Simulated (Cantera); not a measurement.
An isothermal, constant-pressure homogeneous reactor starts with C₂H₆ : H₂ = 1 : 1.1 (molar parts), at 1650 K and 520 Pa. Integrator tolerance rtol = 1e-08.

Model: GRI-Mech 3.0 (53 species, 325 reactions), integrated in Cantera. GRI-Mech 3.0 stops at C3 and has no aromatics, soot or wall deposition, so with more carbon than oxygen in the feed, carbon stays in small species such as C2H2 where larger ones or solid carbon would form. Radical loss at walls, strong at low pressure, is not modelled.

Q: What does this change do: temperature 1650 to 1525 K?

A: 
```tsv
quantity	before	after
x(C₂H₆) at 200 s	8.85e-10 (gas-phase equilibrium 8.28e-10)	2.60e-8 (gas-phase equilibrium 5.92e-9)
x(H₂) at 200 s	0.755 (gas-phase equilibrium 0.755)	0.753 (gas-phase equilibrium 0.755)
x(CH₄) at 200 s	0.000347 (gas-phase equilibrium 0.000328)	0.00310 (gas-phase equilibrium 0.00109)
x(H) at 200 s	0.00110 (gas-phase equilibrium 0.00110)	0.000285 (gas-phase equilibrium 0.000287)
x(C₂H₂) at 200 s	0.244 (gas-phase equilibrium 0.244)	0.243 (gas-phase equilibrium 0.243)
x(CH₂) at 200 s	1.47e-8 (gas-phase equilibrium 1.40e-8)	7.57e-9 (gas-phase equilibrium 2.74e-9)
```
